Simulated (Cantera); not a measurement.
Mixture: H2 : O2 : N2 : NO = 1 : 0.649 : 2.44 : 0.0093 (molar parts), at 3.90 bar, adiabatic and at constant pressure. Ignition delay is the time to a rise of 400 K.

Detailed kinetics in Cantera: GRI-Mech 3.0 (53 species, 325 reactions). The hydrogen kinetics of GRI-Mech 3.0 are dated; newer H2 mechanisms differ, most at raised pressure. The mechanism lacks 2 NO + O2 → 2 NO2 and HONO, so NO2 and the effect of NO are under-described below about 1400 K.

Q: At T0 = 1200 K, what is the delay, and which 5 reactions control it most (d ln τ / d ln k, from doubling and halving each rate constant)?

A: The delay is 15.0 µs.
| reaction | d ln τ / d ln k | faster rate |
|---|---|---|
| H + O2 <=> O + OH | -1.00 | shortens it |
| H + O2 + N2 <=> HO2 + N2 | 0.25 | lengthens it |
| H2 + O <=> H + OH | -0.18 | shortens it |
| H + O2 + M <=> HO2 + M | 0.16 | lengthens it |
| H2 + OH <=> H + H2O | -0.09 | shortens it |
